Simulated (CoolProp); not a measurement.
n-decane along the isobar 1580 kPa: fugacity coefficient from the reference equation and from simpler models built on Tc = 344.5 °C, pc = 2101 kPa, ω = 0.488; each cubic takes its own stable root.

Computed with CoolProp (reference Helmholtz-energy equation of state, Lemmon 2006). It is a short technical equation, of lower accuracy than the large ones.

| T (°C) | phase | reference |
|---|---|---|
| 199.35 | liquid | 0.1163 |
| 212.75 | liquid | 0.1517 |
| 226.25 | liquid | 0.1941 |
| 239.65 | liquid | 0.2431 |
| 253.05 | liquid | 0.2992 |
| 266.45 | liquid | 0.3623 |
| 279.85 | liquid | 0.4319 |
| 293.25 | liquid | 0.5075 |
| 306.65 | liquid | 0.5881 |
| 320.05 | liquid | 0.6719 |
| 333.45 | gas | 0.7170 |
| 346.85 | gas | 0.7427 |

How far does each simpler model (van der Waals, Redlich-Kwong, Soave-Redlich-Kwong, Peng-Robinson) lie from the reference over these 12 states: mean and median of the absolute difference, and the worst?


- van der Waals: mean 78.7 %, median 58.8 %, worst +226.1 % at 199.35 °C and 1580 kPa
- Redlich-Kwong: mean 37.0 %, median 30.9 %, worst +94.9 % at 199.35 °C and 1580 kPa
- Soave-Redlich-Kwong: mean 4.2 %, median 4.5 %, worst +5.1 % at 266.45 °C and 1580 kPa
- Peng-Robinson: mean 1.5 %, median 1.8 %, worst +2.0 % at 239.65 °C and 1580 kPa

At some of these states van der Waals, Redlich-Kwong gives the other phase, because its saturation line lies elsewhere.
